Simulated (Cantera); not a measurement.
An isothermal, constant-pressure homogeneous reactor starts with 6.59 % H₂, 5.49 % O₂, 87.9 % N₂, equivalence ratio 0.60, at 1173 K and 150 Torr.

Cantera simulation using GRI-Mech 3.0 (53 species, 325 reactions); the numbers are that mechanism's predictions, not measurements. The temperature is held fixed by assumption; the heat of reaction is taken as removed at once.

x: mole fraction; the columns are a selection and need not sum to one.

```
t (s)        x H₂    x O₂     x HO₂     x NO     x NO₂
--------  -------  ------  --------  -------  --------
1.00e-6    0.0659  0.0549  2.96e-11   <1e-12    <1e-12
5.62e-6    0.0659  0.0549  1.67e-10   <1e-12    <1e-12
3.16e-5    0.0659  0.0549  9.50e-10   <1e-12    <1e-12
0.000178   0.0659  0.0549   7.39e-9   <1e-12    <1e-12
0.00100   0.00798  0.0290   3.71e-6  1.41e-6  4.19e-11
0.00562       [?]  0.0230       [?]  5.75e-6  8.94e-10
0.0316        [?]  0.0227       [?]  5.76e-6       [?]
0.178     9.60e-7  0.0227   3.05e-8  5.75e-6   3.18e-8
1.00      1.05e-7  0.0227   3.86e-9  5.77e-6   1.64e-8
```

Some entries are withheld; supply them.


- 0.00562, x H₂: 0.000916
- 0.00562, x HO₂: 2.86e-6
- 0.0316, x H₂: 2.08e-5
- 0.0316, x HO₂: 4.55e-7
- 0.0316, x NO₂: 2.06e-8
